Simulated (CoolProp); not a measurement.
Aqueous methanol as a coolant, at 22 °C, 1 atm.

Values from CoolProp's Melinder's fits for secondary coolants.

```
mass %  freezing point (°C)  density (kg/m³)  conductivity (W/(m K))  viscosity (mPa s)  Prandtl number
------  -------------------  ---------------  ----------------------  -----------------  --------------
1.5                    -0.8            995.2                   0.592              0.994            7.02
9                      -5.8            982.6                       ?               1.21            9.27
16.5                  -11.9                ?                   0.505               1.42            11.7
24                        ?            960.0                   0.464               1.59               ?
31.6                  -27.6            947.9                   0.426               1.70            15.9
39.1                  -37.4            935.0                   0.391               1.73            17.1
46.6                      ?            921.1                   0.359               1.70            17.5
54.1                  -61.7                ?                   0.331               1.61            17.2
```

**Question.** Some entries are withheld; supply them.

**Answer.** 
- 9, conductivity (W/(m K)): 0.547
- 16.5, density (kg/m³): 971.3
- 24, freezing point (°C): -19.1
- 24, Prandtl number: 13.9
- 46.6, freezing point (°C): -48.8
- 54.1, density (kg/m³): 905.9
